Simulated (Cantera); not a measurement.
A closed system holds: 1 mol MgO, 20 mol Cl₂, 0.62 mol N₂, held at 802 °C and 13300 Pa.

These are equilibrium values from Cantera (NASA tables, ideal gas, pure condensed phases), not measurements of a reactor. Candidate condensed phases: Mg, MgCl₂, MgO; 18 gas species. Mutual solubility and eutectic melting of coexisting phases are not modelled. The numbers say what is thermodynamically allowed, not how fast it happens.

Base state: Cl₂ 0.947, N₂ 0.0302, O₂ 0.0124, MgCl₂ 0.00710, Cl 0.00294 (mole fractions); condensed: MgCl₂(l) + MgO(s).

Task: What changes in the equilibrium state with this change: temperature from 802 °C to 1427 °C?

Result: 
```tsv
species	before	after
Cl₂	0.947	0.534
Cl	0.00294	0.385
MgCl₂	0.00710	0.0382
O₂	0.0124	0.0188
N₂	0.0302	0.0236
O	<1e-9	1.68e-5
ClO	6.14e-6	0.000378
NO	3.20e-6	0.000151
MgCl₂(l), mol	0.362	0
MgO(s), mol	0.492	0
```
